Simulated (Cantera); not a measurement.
An isothermal, constant-pressure homogeneous reactor starts with 34.5 % CH4, 65.5 % H2O, at 2023 K and 6.60 bar.

Cantera simulation using GRI-Mech 3.0 (53 species, 325 reactions); the numbers are that mechanism's predictions, not measurements.

One state of this run: x CH4 = 4.37e-7; x H2O = 0.172; x C2H4 = 2.77e-12; x O2 = 1.38e-9; x HO2 = 4.76e-12; x CH2CO = 5.67e-11; x C2H = <1e-12. x: mole fraction; the columns are a selection and need not sum to one.

Problem. Which value of t (s) does it belong to?
A. 2.00e-5
B. 0.0423
C. 0.377
D. 0.126

Solution. C, 0.377
